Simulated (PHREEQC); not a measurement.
A solution holds 0.0076 mol/kgw Li2CO3, 0.00022 mol/kgw Pb(NO3)2 and 0.12 mol/kgw HNO3, at 20 °C. Closed to the air; pH follows from the charge balance.

Computed with PHREEQC (ion-association model, phreeqc.dat).

```tsv
quantity	before	after
pH	1.07	1.35
(CO2)2 (mol/kgw)	9.19e-7	2.27e-7
HCO3- (mol/kgw)	4.83e-8	4.39e-8
```

Question: Which change was made?
(A) temperature from 20 to 80 °C
(B) Pb(NO3)2 from 0.00022 to 0.000198 mol/kgw
(C) diluted 2-fold with water
(D) Pb(NO3)2 left out
(E) diluted 5-fold with water

Answer: C, diluted 2-fold with water

Precipitation was switched off in this run.
